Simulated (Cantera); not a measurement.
A perfectly stirred reactor is fed with CO : H2 : CH4 : O2 : N2 = 1 : 0.039 : 0.03 : 0.446 : 1.68 (molar parts), equivalence ratio 1.3, at 1.10 bar; it is adiabatic with a 425 K inlet, and is followed from long to short residence time, starting on the burning branch (τ in s: 0.35, 0.15, 0.062, 0.026, 0.011, 0.0046, 0.0019, 0.00081, 0.00034, 0.00014, 5.9e-05).

Cantera simulation using GRI-Mech 3.0 (53 species, 325 reactions); the numbers are that mechanism's predictions, not measurements.

**Question.** What does this change do: O2 0.446 to 0.35 parts?

**Answer.** 
| quantity | before | after |
|---|---|---|
| blow-out, bracketed by the residence times tried | burning at 0.140 ms, out at 59.0 µs | burning at 0.140 ms, out at 59.0 µs |
| x(CO) at τ = 0.350 s | 0.105 | 0.159 |
| x(H2) at τ = 0.350 s | 0.00211 | 0.00453 |
| x(CH4) at τ = 0.350 s | 8.06e-8 | 3.51e-7 |
| x(O) at τ = 0.350 s | 0.000741 | 7.85e-5 |
| x(C2H4) at τ = 0.350 s | <1e-12 | 5.74e-12 |
| x(CO) at τ = 4.60 ms | 0.131 | 0.170 |
| x(H2) at τ = 4.60 ms | 0.00294 | 0.00488 |
| x(CH4) at τ = 4.60 ms | 2.19e-6 | 3.42e-6 |
| x(O) at τ = 4.60 ms | 0.00455 | 0.00257 |
| x(C2H4) at τ = 4.60 ms | 1.06e-11 | 4.80e-11 |
